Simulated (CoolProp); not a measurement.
Vapour-liquid equilibrium of CHF3 (R23) (1) + CH2F2 (R32) (2) at 0.286 MPa; x and y are mole fractions of (1).

Model: multi-fluid Helmholtz-energy mixture model, Penoncello 2003 and Tillner-Roth 1997; pair parameters Bell 2016, in CoolProp.

```
x     bubble temperature, mixture model (K)  bubble temperature, Raoult's law (K)  y, mixture model  y, Raoult's law
----  -------------------------------------  ------------------------------------  ----------------  ---------------
0.05                                  241.2                                 241.1             0.152            0.164
0.15                                  235.9                                 235.8             0.387            0.408
0.25                                  231.3                                 231.2             0.553            0.574
0.35                                  227.4                                 227.3             0.673            0.693
0.45                                  224.0                                 224.0             0.761            0.779
0.55                                  221.1                                 221.0             0.829            0.844
0.65                                  218.5                                 218.4             0.881            0.894
0.75                                  216.2                                 216.1             0.923            0.933
0.85                                  214.1                                 214.0             0.958            0.964
0.95                                  212.2                                 212.1             0.987            0.989
```

The largest gap from Raoult's law is +0.1 K in bubble temperature, at x = 0.15. No azeotrope shows between x = 0.05 and 0.95.

Pair parameters are fitted to limited data, so mixtures are less certain than the pure fluids.
